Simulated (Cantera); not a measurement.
A closed system holds: 1 mol CO, 1.2 mol O2, 6.7 mol H2, equilibrated at 2725 °C and 0.0133 bar.

Cantera equilibrium calculation (NASA polynomials, part measured and part estimated; ideal gas, pure solids and liquids). Candidate condensed phases: C, C6H6, C7H8, C8H18, H2O; 110 gas species. The numbers say what is thermodynamically allowed, not how fast it happens.

Base state: H 0.570, H2 0.176, O 0.0859, CO 0.0756, OH 0.0432, H2O 0.0401, O2 0.00777, CO2 0.00233 (mole fractions); condensed: gas only.

What changes in the equilibrium state with this change: pressure from 0.0133 bar to 0.00350 bar?


| species | before | after |
|---|---|---|
| H | 0.570 | 0.709 |
| O | 0.0859 | 0.123 |
| H2 | 0.176 | 0.0714 |
| H2O | 0.0401 | 0.00613 |
| OH | 0.0432 | 0.0202 |
| CO | 0.0756 | 0.0652 |
| CO2 | 0.00233 | 0.000757 |
| O2 | 0.00777 | 0.00418 |

What changes in the equilibrium state with this change: CO replaced by toluene?


```tsv
species	before	after
H	0.570	0.621
H2	0.176	0.209
CO	0.0756	0.120
O	0.0859	5.32e-9
C3	<1e-9	0.0229
OH	0.0432	2.91e-9
H2O	0.0401	2.95e-9
C2H2 (acetylene)	<1e-9	0.0129
O2	0.00777	<1e-9
C2H	<1e-9	0.00659
C	<1e-9	0.00374
CO2	0.00233	<1e-9
C2	<1e-9	0.00233
C(graphite), mol	0	2.20
```

What changes in the equilibrium state with this change: 1 mol CH4 added?


```
species   before    after
-------  -------  -------
H          0.570    0.602
H2         0.176    0.196
CO        0.0756    0.120
O         0.0859   0.0390
OH        0.0432   0.0207
H2O       0.0401   0.0203
O2       0.00777  0.00160
CO2      0.00233  0.00167
```
